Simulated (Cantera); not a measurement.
Input: 1 mol Si, 0.84 mol HCl, a varied amount of H2, at 902 °C and 1.00 bar.

These are equilibrium values from Cantera (NASA tables, ideal gas, pure condensed phases), not measurements of a reactor. Candidate condensed phases: Si; 19 gas species. The tables' values for SiCl3 are old estimates; treat these amounts as uncertain. Equilibrium is a limit: real reactors are often held back by kinetics, nucleation or transport.

Question: At 2.8 mol H2, list the 4 most abundant gas species with their mole fractions, and the condensed phases.

Answer: H2 0.907, SiCl4 0.0322, HCl 0.0306, SiHCl3 0.0226. Condensed: Si(s).
